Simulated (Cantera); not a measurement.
**Metals in furnace atmospheres: Pb + CO + N2**

A closed system holds: 1 mol Pb, 4.2 mol CO, a varied amount of N2, held at 0.350 bar.

Equilibrium computed with Cantera from the NASA thermochemical tables; the gas is ideal and each condensed phase is pure. Candidate condensed phases: C, Pb, PbO, PbO2, Pb3O4; 27 gas species. Kinetics and transport are ignored.

Stable condensed phases:

```
T in K \ n(N2) in mol
         7.9  10  14  18  24  31  41  55  72
   2073    A   A   A   A   A   A   A   A   A
   1973    A   A   A   A   A   A   A   A   A
   1873    A   A   A   A   A   A   A   A   A
   1773    A   A   A   A   A   A   A   A   A
   1673    A   A   A   A   A   A   A   A   A
   1573    A   A   A   A   A   A   A   A   A
   1473    B   B   A   A   A   A   A   A   A
   1373    C   C   C   C   C   B   B   A   A
   1273    C   C   C   C   C   C   C   C   C
   1173    C   C   C   C   C   C   C   C   C
   1073    C   C   C   C   C   C   C   C   C
    973    C   C   C   C   C   C   C   C   C
    873    C   C   C   C   C   C   C   C   C
    773    C   C   C   C   C   C   C   C   C
```

A: gas only; B: Pb; C: C + Pb.
